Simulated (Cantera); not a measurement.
A closed system holds: 1 mol CuO, 0.38 mol H₂, 0.04 mol H₂O, at 1.00 bar.

These are equilibrium values from Cantera (NASA tables, ideal gas, pure condensed phases), not measurements of a reactor. Candidate condensed phases: Cu, CuO, Cu(OH)₂, Cu₂O, H₂O; 12 gas species. Rates play no part.

Q: At 2025 K, list the 6 most abundant gas species with their mole fractions, and the condensed phases.

A: H₂O 0.866, O₂ 0.124, OH 0.00595, Cu 0.00332, H₂ 0.000855, O 0.000285. Condensed: Cu₂O(l).
